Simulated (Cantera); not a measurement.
**Thermodynamics of carbon deposition, reforming and gasification, feed CH4 + H2O**

Input: 1 mol CH4, 5.9 mol H2O, held at 10.0 Torr.

Method: chemical equilibrium by Gibbs-energy minimisation in Cantera with the NASA 1993 tables (ideal gas, pure condensed phases). Candidate condensed phases: C, C6H6, C7H8, C8H18, H2O; 131 gas species. Ions and electrons are included (thermal ionisation). Kinetics and transport are ignored.

From 3000 K to 5000 K nothing is condensed. The main C-bearing gas is CO throughout.

```csv
T (K),x H,x O,x H2,x OH,x CO,x H2O,x O2,x CO2
3000,0.517,0.141,0.143,0.0636,0.0586,0.0530,0.0207,0.00293
3500,0.703,0.217,0.0189,0.0100,0.0474,0.000585,0.00259,0.000177
4000,0.724,0.225,0.00275,0.00152,0.0463,9.89e-6,0.000304,1.86e-5
4500,0.727,0.226,0.000590,0.000334,0.0460,3.87e-7,5.49e-5,3.23e-6
5000,0.727,0.227,0.000170,9.90e-5,0.0445,2.87e-8,1.40e-5,7.78e-7
```
x: gas mole fraction; nothing condenses.
